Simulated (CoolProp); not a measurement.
Computed with CoolProp (reference Helmholtz-energy equation of state, Schroeder 2014).

Problem. Give the vapour pressure (kPa), liquid density (kg/m³), vapour density (kg/m³), enthalpy of vaporisation (kJ/kg) of saturated ethanol at 313.6, 339.7, 348.4 K.

Solution. 
```
T (K)  p (kPa)  liquid density (kg/m³)  vapour density (kg/m³)  enthalpy of vaporisation (kJ/kg)
-----  -------  ----------------------  ----------------------  --------------------------------
313.6     18.3                     772                   0.327                               903
339.7     62.2                     748                    1.04                               868
348.4     89.3                     740                    1.46                               855
```
